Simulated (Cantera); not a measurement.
Feed: 1 mol B2O3, 0.32 mol O2, 19 mol N2, at 1902 °C and 0.890 bar.

These are equilibrium values from Cantera (NASA tables, ideal gas, pure condensed phases), not measurements of a reactor. Rates play no part.

| species | before | after |
|---|---|---|
| N2 | 0.932 | 0.874 |
| O2 | 0.0127 | 0.0681 |
| B2O3 | 0.0466 | 0.0424 |
| O | 0.000275 | 0.000637 |
| NO | 0.00319 | 0.00715 |
| BO | 3.50e-5 | 2.20e-5 |
| BO2 | 0.00514 | 0.00747 |
Gas species are given as mole fractions.

Q: Which change was made?
A. pressure from 0.890 bar to 5.30 mbar
B. pressure from 0.890 bar to 89.0 mbar
C. temperature from 1902 °C to 1125 °C
D. O2 from 0.32 to 1.6 mol

A: D, O2 from 0.32 to 1.6 mol
